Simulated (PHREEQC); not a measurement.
Metal-bearing waste water

Dissolve 0.0028 mol NiSO4, 0.000747 mol MgSO4, 6.3e-05 mol H2SO4 and 0.054 mol Na2SO4 per kg of water at 80 °C. It is in equilibrium with CO2 at log p = -2 (atm). Otherwise closed; pH follows from the charge balance.

Equilibrium calculation in PHREEQC: ion-association model, wateq4f.dat.

The pH is 4.82 and the ionic strength is 0.150 mol/kgw. The total alkalinity is -0.126 meq/kg.

```tsv
species	molality	activity	log γ
Na+	0.0991	0.0728	-0.134
SO4-2	0.0466	0.0134	-0.541
NaSO4-	0.00886	0.00657	-0.130
NiSO4	0.00146	0.00152	0.015
Ni+2	0.00133	0.000389	-0.535
MgSO4	0.000573	0.000593	0.015
Mg+2	0.000174	5.70e-5	-0.485
CO2	0.000122	0.000126	0.015
HSO4-	0.000112	8.16e-5	-0.139
H+	1.93e-5	1.53e-5	-0.102
HCO3-	5.10e-6	3.78e-6	-0.130
Ni(SO4)2-2	2.51e-6	7.32e-7	-0.535
NiHCO3+	2.76e-7	2.03e-7	-0.134
NaHCO3	1.50e-7	1.55e-7	0.015
NiOH+	1.25e-7	9.17e-8	-0.134
NiCO3	5.16e-8	5.34e-8	0.015
```

Precipitation was switched off in this run. Away from 25 °C the constants follow the database's enthalpies or fits; those with neither stay at their 25 °C values.
